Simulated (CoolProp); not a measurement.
CF4 (R14) along the isotherm 474.2 K: density (kg/m³) from the reference equation and from simpler models built on Tc = 227.4 K, pc = 3762 kPa, ω = 0.178; each cubic takes its own stable root.

The numbers come from the reference Helmholtz-energy equation of state, Platzer 1990 in CoolProp. This equation is an older, rougher fit; its heat capacities, sound speeds and derivatives of the liquid may be far off and weren't checked against measurements.

```tsv
p (kPa)	phase	reference	van der Waals	Soave-Redlich-Kwong
4180	supercritical	93.55	96.95	93.09
8360	supercritical	186.6	199.4	184.2
12500	supercritical	276.3	301.3	270.6
16700	supercritical	362.1	397.8	352.9
20900	supercritical	440.9	482.1	429.3
25100	supercritical	511.8	552.9	499.7
29300	supercritical	574.9	612.0	564.2
33400	supercritical	629.7	660.4	622.0
37600	supercritical	679.7	702.6	676.3
```
